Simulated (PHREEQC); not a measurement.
Solution (25 °C): 0.008 mol/kgw KHCO3. Closed to the air; pH follows from the charge balance.

Equilibrium calculation in PHREEQC: ion-association model, wateq4f.dat.

Precipitation was switched off in this run.

Question: Predict the pH, ionic strength.

Answer: pH 8.26; ionic strength 0.00809 mol/kgw.

Question: In which forms is C present?

Answer: HCO3- 98 %, CO2 1.1 %, CO3-2 1.1 % of the C.

Complexes and solids missing from the database can't appear.
